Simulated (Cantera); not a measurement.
Cantera run:

```python
import numpy as np
import cantera as ct

gas_names = """
    CL CL2 H HCL H2 N NH NH2 NH3 N2 N2H2 N2H4 Si SiCL SiCL2 SiCL3 SiCL4 SiH SiHCL3 SiH2 SiH2CL2 SiH3
    SiH3CL SiH4 SiN Si2 Si2N Si3
""".split()
cond_names = """
    NH4CL(a) NH4CL(b) Si(cr) Si(L) Si3N4(a)
""".split()


# ... load() reads the species with a 1 bar reference pressure and builds the phases ...
atoms = {
    'SiCl4': {'Si': 1, 'CL': 4},
    'N2': {'N': 2},
    'H2': {'H': 2},
}
top_T = {'Si3N4(a)': 2400}  # K; cautious upper limits of use, not melting points


# ... equilibrate(T, P, feed) seeds the gas with the atoms and calls Mixture.equilibrate('TP', solver="vcs", rtol=1e-11, max_steps=5000) ...
results = []
feed = {'SiCl4': 1, 'N2': 1.1, 'H2': 7.8}  # mol
P = 45000  # Pa
for T in [923, 998, 1073, 1148, 1223, 1298, 1373, 1448, 1523, 1598, 1673]:
    mix = equilibrate(T, P, feed)
    results.append((T, P, feed, dict(zip(mix.species_names, mix.species_moles))))
    x = sorted(zip(gas.X, gas.species_names), reverse=True)
    print(f"T = {T:g} K  P = {P:g} Pa  gas = {mix.phase_moles(0):.4g} mol")
    print("   x: " + "  ".join(f"{s} {v:.3e}" for v, s in x if v > 1e-06))
    print("   condensed (mol): " + ("  ".join(f"{mix.phase(i).name} {mix.phase_moles(i):.4g}"
          for i in range(1, mix.n_phases) if mix.phase_moles(i) > 1e-12) or "none"))
```

Result:

```
T = 923 K  P = 45000 Pa  gas = 10.13 mol
   x: H2 6.318e-01  HCL 2.756e-01  N2 6.264e-02  SiCL4 2.961e-02  SiHCL3 2.419e-04  NH3 5.712e-05  SiCL3 2.696e-06
   condensed (mol): Si3N4(a) 0.2325
T = 998 K  P = 45000 Pa  gas = 10.14 mol
   x: H2 6.250e-01  HCL 2.876e-01  N2 6.057e-02  SiCL4 2.638e-02  SiHCL3 3.974e-04  NH3 3.228e-05  SiCL3 1.271e-05
   condensed (mol): Si3N4(a) 0.2428
T = 1073 K  P = 45000 Pa  gas = 10.15 mol
   x: H2 6.194e-01  HCL 2.974e-01  N2 5.890e-02  SiCL4 2.368e-02  SiHCL3 6.043e-04  SiCL3 4.771e-05  NH3 1.971e-05  SiH2CL2 1.800e-06  SiCL2 1.538e-06
   condensed (mol): Si3N4(a) 0.251
T = 1148 K  P = 45000 Pa  gas = 10.16 mol
   x: H2 6.148e-01  HCL 3.053e-01  N2 5.758e-02  SiCL4 2.136e-02  SiHCL3 8.630e-04  SiCL3 1.492e-04  NH3 1.282e-05  SiCL2 1.150e-05  SiH2CL2 4.368e-06
   condensed (mol): Si3N4(a) 0.2575
T = 1223 K  P = 45000 Pa  gas = 10.17 mol
   x: H2 6.110e-01  HCL 3.115e-01  N2 5.659e-02  SiCL4 1.930e-02  SiHCL3 1.168e-03  SiCL3 4.009e-04  SiCL2 6.639e-05  SiH2CL2 9.433e-06  NH3 8.793e-06
   condensed (mol): Si3N4(a) 0.2624
T = 1298 K  P = 45000 Pa  gas = 10.17 mol
   x: H2 6.080e-01  HCL 3.159e-01  N2 5.600e-02  SiCL4 1.733e-02  SiHCL3 1.505e-03  SiCL3 9.449e-04  SiCL2 3.080e-04  SiH2CL2 1.842e-05  NH3 6.313e-06  H 1.246e-06
   condensed (mol): Si3N4(a) 0.2652
T = 1373 K  P = 45000 Pa  gas = 10.19 mol
   x: H2 6.058e-01  HCL 3.179e-01  N2 5.604e-02  SiCL4 1.524e-02  SiCL3 1.971e-03  SiHCL3 1.837e-03  SiCL2 1.179e-03  SiH2CL2 3.278e-05  NH3 4.725e-06  H 3.864e-06  CL 1.680e-06
   condensed (mol): Si3N4(a) 0.2645
T = 1448 K  P = 45000 Pa  gas = 10.21 mol
   x: H2 6.046e-01  HCL 3.159e-01  N2 5.726e-02  SiCL4 1.275e-02  SiCL2 3.761e-03  SiCL3 3.612e-03  SiHCL3 2.087e-03  SiH2CL2 5.285e-05  H 1.068e-05  CL 4.548e-06  NH3 3.688e-06
   condensed (mol): Si3N4(a) 0.2575
T = 1523 K  P = 45000 Pa  gas = 10.27 mol
   x: H2 6.046e-01  HCL 3.073e-01  N2 6.052e-02  SiCL2 9.939e-03  SiCL4 9.672e-03  SiCL3 5.674e-03  SiHCL3 2.136e-03  SiH2CL2 7.591e-05  H 2.679e-05  CL 1.093e-05  NH3 3.011e-06
   condensed (mol): Si3N4(a) 0.2392
T = 1598 K  P = 45000 Pa  gas = 10.37 mol
   x: H2 6.066e-01  HCL 2.894e-01  N2 6.663e-02  SiCL2 2.153e-02  SiCL3 7.408e-03  SiCL4 6.308e-03  SiHCL3 1.897e-03  SiH2CL2 9.521e-05  H 6.180e-05  CL 2.333e-05  NH3 2.576e-06  SiH3CL 1.427e-06
   condensed (mol): Si3N4(a) 0.2046
T = 1673 K  P = 45000 Pa  gas = 10.5 mol
   x: H2 6.110e-01  HCL 2.619e-01  N2 7.553e-02  SiCL2 3.842e-02  SiCL3 7.964e-03  SiCL4 3.443e-03  SiHCL3 1.441e-03  H 1.327e-04  SiH2CL2 1.041e-04  CL 4.441e-05  SiCL 3.857e-06  NH3 2.293e-06  SiH3CL 2.271e-06
   condensed (mol): Si3N4(a) 0.1535
```

Equilibrium computed with Cantera from the NASA thermochemical tables; the gas is ideal and each condensed phase is pure. N2 is the only nitrogen source here; it is nearly inert below about 1500 K, so the nitride shown seldom forms there in practice. The tables' values for SiCl3 are old estimates; treat these amounts as uncertain.
